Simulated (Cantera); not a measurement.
Input: 1 mol FeCl₂, 1.5 mol H₂O, 53 mol H₂, held at 750 Torr.

These are equilibrium values from Cantera (NASA tables, ideal gas, pure condensed phases), not measurements of a reactor. Candidate condensed phases: Fe, FeCl₂, FeCl₃, FeO, Fe(OH)₂, Fe(OH)₃, Fe₂O₃, Fe₃O₄, H₂O; 22 gas species. Equilibrium is a limit: real reactors are often held back by kinetics, nucleation or transport.

**Question.** At 1748 K, list the 6 most abundant gas species with their mole fractions, and the condensed phases.

**Answer.** H₂ 0.938, HCl 0.0334, H₂O 0.0270, FeCl₂ 0.00129, H 0.000221, Fe 1.35e-5. Condensed: Fe(δ).
